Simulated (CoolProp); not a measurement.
Model: reference Helmholtz-energy equation of state, Thol 2018, in CoolProp.

Problem. Give the vapour pressure (MPa), liquid density (kg/m³), enthalpy of vaporisation (kJ/kg) of saturated hydrogen chloride at 273.7 K.

Solution. 
| T (K) | p (MPa) | liquid density (kg/m³) | enthalpy of vaporisation (kJ/kg) |
|---|---|---|---|
| 273.7 | 2.63 | 926 | 310 |
